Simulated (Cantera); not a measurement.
A closed system holds: 1 mol Al, 0.31 mol O₂, 10 mol H₂, 2.7 mol NH₃, equilibrated at 700 K and 0.240 bar.

Method: chemical equilibrium by Gibbs-energy minimisation in Cantera with the NASA 1993 tables (ideal gas, pure condensed phases). Candidate condensed phases: Al, AlN, Al₂O₃, H₂O; 35 gas species. Rates play no part.

Base state: H₂ 0.930, N₂ 0.0697, NH₃ 0.000532 (mole fractions); condensed: AlN(s) + Al₂O₃(s).

Task: What changes in the equilibrium state with this change: temperature from 700 K to 2150 K?

Result: 
```tsv
species	before	after
H₂	0.930	0.889
N₂	0.0697	0.0805
Al₂O	<1e-9	0.0128
Al	<1e-9	0.00864
H	<1e-9	0.00812
AlN(s), mol	0.587	0.169
Al₂O₃(s), mol	0.207	0.139
```
Mutual solubility and eutectic melting of coexisting phases are not modelled. The tables' values for AlOH are old estimates; treat these amounts as uncertain. Condensed phases not in the tables: aluminium oxynitride.
